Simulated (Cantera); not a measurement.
An isothermal, constant-pressure homogeneous reactor starts with NH3 : N2 = 1 : 3.1 (molar parts), at 1750 K and 0.138 atm. Integrator tolerance rtol = 1e-08.

Detailed kinetics in Cantera: the gas-phase N/H chemistry of the illustrative SiF4/NH3 mechanism in the Surface Chemkin manual (1991). Walls and surfaces, which speed up NH3 decomposition in real reactors, are not modelled.

Problem. What does this change do: pressure from 0.138 atm to 0.0227 atm?

Solution. 
```json
[
 {"quantity": "x(NH3) at 40.0 s", "before": "0.00106 (gas-phase equilibrium 6.03e-7)", "after": "0.0163 (gas-phase equilibrium 9.89e-8)"},
 {"quantity": "x(N2H2) at 40.0 s", "before": "3.75e-10 (gas-phase equilibrium <1e-12)", "after": "3.10e-8 (gas-phase equilibrium <1e-12)"},
 {"quantity": "x(N) at 40.0 s", "before": "3.98e-8 (gas-phase equilibrium 3.28e-11)", "after": "1.82e-7 (gas-phase equilibrium 8.08e-11)"},
 {"quantity": "x(NH) at 40.0 s", "before": "1.53e-7 (gas-phase equilibrium 1.11e-10)", "after": "1.05e-6 (gas-phase equilibrium 1.11e-10)"},
 {"quantity": "x(H2) at 40.0 s", "before": "0.293 (gas-phase equilibrium 0.294)", "after": "0.274 (gas-phase equilibrium 0.294)"},
 {"quantity": "x(NH2) at 40.0 s", "before": "2.83e-6 (gas-phase equilibrium 1.82e-9)", "after": "2.92e-5 (gas-phase equilibrium 7.35e-10)"}
]
```
